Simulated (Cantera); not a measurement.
## Stirred combustor or abatement burner

A perfectly stirred reactor is fed with 5.92 % CH4, 25.4 % O2, 68.6 % N2, equivalence ratio 0.47, at 620000 Pa; it is adiabatic with a 475 K inlet, and is followed from long to short residence time, starting on the burning branch (τ in s: 0.078, 0.032, 0.014, 0.0056, 0.0023, 0.00098, 0.00041, 0.00017, 7.1e-05).

Model: GRI-Mech 3.0 (53 species, 325 reactions), integrated in Cantera.

| τ (s) | T (K) | x CH4 | x O2 | x NO2 | x CO2 | x CO | x CH3 |
|---|---|---|---|---|---|---|---|
| 0.078 | 1798 | 6.13e-6 | 0.136 | 7.91e-8 | 0.0591 | 9.19e-5 | 1.22e-6 |
| 0.032 | 1796 | 1.27e-5 | 0.136 | 5.73e-8 | 0.0590 | 0.000181 | 2.58e-6 |
| 0.014 | 1794 | 2.37e-5 | 0.136 | 5.19e-8 | 0.0588 | 0.000338 | 4.88e-6 |
| 0.0056 | 1790 | 4.58e-5 | 0.136 | 5.36e-8 | 0.0584 | 0.000666 | 9.41e-6 |
| 0.0023 | 1783 | 8.61e-5 | 0.137 | 5.58e-8 | 0.0577 | 0.00128 | 1.72e-5 |
| 0.00098 | 1771 | 0.000160 | 0.137 | 5.19e-8 | 0.0564 | 0.00243 | 3.04e-5 |
| 0.00041 | 1747 | 0.000323 | 0.139 | 3.92e-8 | 0.0538 | 0.00481 | 5.54e-5 |
| 0.00017 | 1674 | 0.000988 | 0.143 | 1.96e-8 | 0.0454 | 0.0120 | 0.000130 |
| 7.1e-5 | 475 | 0.0592 | 0.254 | <1e-12 | <1e-12 | <1e-12 | <1e-12 |
x: mole fraction; the columns are a selection and need not sum to one.
